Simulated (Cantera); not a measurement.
Halide evaporation, hydrolysis and transport: FeCl3 + H2

A closed system holds: 1 mol FeCl3, 1.3 mol H2, held at 13.3 mbar.

Method: chemical equilibrium by Gibbs-energy minimisation in Cantera with the NASA 1993 tables (ideal gas, pure condensed phases). Candidate condensed phases: Fe, FeCl2, FeCl3; 11 gas species. Equilibrium is a limit: real reactors are often held back by kinetics, nucleation or transport.

From 1275 K to 1475 K the condensed part is Fe(γ). From 1575 K to 2175 K nothing is condensed. The main Fe-bearing gas is FeCl2 throughout.

```csv
T (K),log p HCl,log p FeCl2,log p H2,log p Fe,log p Cl,log p H,n Fe(γ)
1275,-2.25,-2.36,-2.47,-9.28,-7.22,-7.37,0.0904
1375,-2.28,-2.35,-2.45,-8.09,-6.60,-6.69,0.0507
1475,-2.31,-2.33,-2.43,-7.06,-6.07,-6.10,0.0176
1575,-2.32,-2.32,-2.42,-6.19,-5.59,-5.59,0
1675,-2.32,-2.32,-2.42,-5.47,-5.16,-5.15,0
1775,-2.32,-2.32,-2.42,-4.84,-4.76,-4.75,0
1875,-2.32,-2.33,-2.43,-4.29,-4.41,-4.40,0
1975,-2.31,-2.34,-2.44,-3.83,-4.08,-4.09,0
2075,-2.29,-2.37,-2.48,-3.47,-3.76,-3.81,0
2175,-2.27,-2.42,-2.53,-3.20,-3.45,-3.58,0
```
log p: log10 of the partial pressure in bar; n: condensed amount in mol.
